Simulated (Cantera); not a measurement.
An isothermal, constant-pressure homogeneous reactor starts with 50.0 % CH4, 50.0 % CO2, at 2100 K and 2.80 bar.

Detailed kinetics in Cantera: GRI-Mech 3.0 (53 species, 325 reactions).

One state of this run: x CH4 = 0.0662; x CO2 = 0.221; x O2 = 8.39e-9; x C2H4 = 0.00215; x OH = 5.40e-5; x H2 = 0.312; x C2H6 = 0.000134. x: mole fraction; the columns are a selection and need not sum to one.

### Question
Which value of t (s) does it belong to?
A. 0.132
B. 4.00e-5
C. 0.000110
D. 0.000835

### Answer
C, 0.000110
